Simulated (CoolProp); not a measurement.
Ammonia at several states: density (kg/m³) from the reference equation and from simpler models built on Tc = 132.4 °C, pc = 11360 kPa, ω = 0.256; each cubic takes its own stable root.

Computed with CoolProp (reference Helmholtz-energy equation of state, Gao 2020).

```tsv
T (°C)	p (kPa)	phase	reference
344.35	64.8	gas	0.2150
-43.95	4060	liquid	696.4
20.25	405	gas	2.966
300.75	2010	gas	7.304
240.25	16000	supercritical	83.04
```

**Question.** How far does each simpler model (van der Waals, Redlich-Kwong, Peng-Robinson) lie from the reference over these 5 states: mean and median of the absolute difference, and the worst?

**Answer.** 
- van der Waals: mean 11.3 %, median 2.4 %, worst -47.7 % at -43.95 °C and 4060 kPa
- Redlich-Kwong: mean 5.4 %, median 1.7 %, worst -22.9 % at -43.95 °C and 4060 kPa
- Peng-Robinson: mean 2.6 %, median 0.7 %, worst -10.9 % at -43.95 °C and 4060 kPa
